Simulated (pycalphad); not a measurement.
## Effect of Cu content in Si-Cu

All values are pycalphad results on the COST 507 light-alloy database (1999) (1 atm), not direct measurements. The data set is of 1999 and partly superseded. Amounts are mole fractions of atoms.

| alloy | liquidus (°C) | first solid | solidus (°C) | phases at 452 °C |
|---|---|---|---|---|
| Si-1.459Cu (wt.%) | 1411 | DIAMOND_A4 | 801 | DIAMOND_A4 0.99, CU19SI6_ETA 0.01 |
| Si-2.872Cu (wt.%) | 1408 | DIAMOND_A4 | 801 | DIAMOND_A4 0.98, CU19SI6_ETA 0.02 |
| Si-4.263Cu (wt.%) | 1404 | DIAMOND_A4 | 801 | DIAMOND_A4 0.97, CU19SI6_ETA 0.03 |
| Si-5.653Cu (wt.%) | 1401 | DIAMOND_A4 | 801 | DIAMOND_A4 0.97, CU19SI6_ETA 0.03 |
| Si-8.348Cu (wt.%) | 1394 | DIAMOND_A4 | 801 | DIAMOND_A4 0.95, CU19SI6_ETA 0.05 |
| Si-10.96Cu (wt.%) | 1387 | DIAMOND_A4 | 801 | DIAMOND_A4 0.93, CU19SI6_ETA 0.07 |

Database names, with the compositions (at.%) that they take in these runs: CU19SI6_ETA: Cu 76 Si 24. DIAMOND_A4 is diamond (Si).
